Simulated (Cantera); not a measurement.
Source: NASA polynomial tables (part measured, part estimated), evaluated in Cantera. Values are per mole of reaction as written; species without (g) are pure solids or liquids, kept so even where they would boil at 1 bar.

Question: Between 300 and 1500 K, where is each reaction favourable under standard conditions?
- 6 HCl(g) + 3 Pb + N2(g) → 3 PbCl2(g) + 2 NH3(g)

Answer: 
- 6 HCl(g) + 3 Pb + N2(g) → 3 PbCl2(g) + 2 NH3(g): ΔG° is -9 kJ at 300 K and 261 kJ at 1500 K; it changes sign between 300 and 1000 K. ΔH° is -109 kJ and ΔS° -246 J/K at 1500 K.
